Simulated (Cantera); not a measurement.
Charge: 1 mol B₂H₆, 15 mol H₂, held at 2025 °C and 45.0 mbar.

Cantera equilibrium calculation (NASA polynomials, part measured and part estimated; ideal gas, pure solids and liquids). Candidate condensed phases: B; 7 gas species. The feed counts by its element totals alone. The tables' values for BH₂ are old estimates; treat these amounts as uncertain. Gases not in the tables: B₂H₆ and higher boranes. Kinetics and transport are ignored.

Base state: H₂ 0.954, H 0.0441, BH₂ 0.00197, B 0.000220, BH 4.02e-5, BH₃ 1.38e-5 (mole fractions); condensed: B(s).

What changes in the equilibrium state with this change: temperature from 2025 °C to 525 °C?


```json
[
 {"species": "H₂", "before": "0.954", "after": "1.00"},
 {"species": "BH₃", "before": "1.38e-5", "after": "1.75e-9"},
 {"species": "H", "before": "0.0441", "after": "<1e-9"},
 {"species": "BH₂", "before": "0.00197", "after": "<1e-9"},
 {"species": "B", "before": "0.000220", "after": "<1e-9"},
 {"species": "BH", "before": "4.02e-5", "after": "<1e-9"},
 {"species": "B(s), mol", "before": "1.96", "after": "2.00"}
]
```

What changes in the equilibrium state with this change: temperature from 2025 °C to 1027 °C?


```tsv
species	before	after
H₂	0.954	1.000
H	0.0441	5.21e-6
BH₂	0.00197	9.03e-7
B	0.000220	<1e-9
BH	4.02e-5	<1e-9
BH₃	1.38e-5	4.26e-7
B(s), mol	1.96	2.00
```
